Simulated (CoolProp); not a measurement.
Properties of dimethyl ether along the isotherm 132.15 °C.

Computed with CoolProp (reference Helmholtz-energy equation of state, Wu 2011).

```json
[
 {"p (kPa)": "42.2", "phase": "gas", "cp (kJ/(kg K))": "1.752", "cv (kJ/(kg K))": "?", "isothermal compressibility (1/MPa)": "23.76", "expansivity (1/kK)": "2.489"},
 {"p (kPa)": "80", "phase": "gas", "cp (kJ/(kg K))": "?", "cv (kJ/(kg K))": "1.570", "isothermal compressibility (1/MPa)": "12.57", "expansivity (1/kK)": "2.508"},
 {"p (kPa)": "152", "phase": "gas", "cp (kJ/(kg K))": "1.761", "cv (kJ/(kg K))": "?", "isothermal compressibility (1/MPa)": "6.645", "expansivity (1/kK)": "2.545"},
 {"p (kPa)": "287", "phase": "gas", "cp (kJ/(kg K))": "1.773", "cv (kJ/(kg K))": "1.577", "isothermal compressibility (1/MPa)": "3.551", "expansivity (1/kK)": "2.619"},
 {"p (kPa)": "545", "phase": "gas", "cp (kJ/(kg K))": "1.798", "cv (kJ/(kg K))": "1.587", "isothermal compressibility (1/MPa)": "1.904", "expansivity (1/kK)": "2.769"},
 {"p (kPa)": "1030", "phase": "gas", "cp (kJ/(kg K))": "?", "cv (kJ/(kg K))": "1.606", "isothermal compressibility (1/MPa)": "1.046", "expansivity (1/kK)": "3.094"},
 {"p (kPa)": "1960", "phase": "gas", "cp (kJ/(kg K))": "1.987", "cv (kJ/(kg K))": "1.648", "isothermal compressibility (1/MPa)": "0.5994", "expansivity (1/kK)": "3.948"},
 {"p (kPa)": "3710", "phase": "gas", "cp (kJ/(kg K))": "2.539", "cv (kJ/(kg K))": "1.759", "isothermal compressibility (1/MPa)": "0.4176", "expansivity (1/kK)": "7.586"},
 {"p (kPa)": "7040", "phase": "supercritical", "cp (kJ/(kg K))": "4.770", "cv (kJ/(kg K))": "1.875", "isothermal compressibility (1/MPa)": "0.08316", "expansivity (1/kK)": "15.66"},
 {"p (kPa)": "13300", "phase": "supercritical", "cp (kJ/(kg K))": "3.014", "cv (kJ/(kg K))": "1.798", "isothermal compressibility (1/MPa)": "0.01467", "expansivity (1/kK)": "4.689"}
]
```

Q: Some entries are withheld; supply them.

A: 
- 42.2, cv (kJ/(kg K)): 1.569
- 80, cp (kJ/(kg K)): 1.755
- 152, cv (kJ/(kg K)): 1.573
- 1030, cp (kJ/(kg K)): 1.851

The peak of cp marks the crossing from liquid-like to gas-like fluid above the critical point.
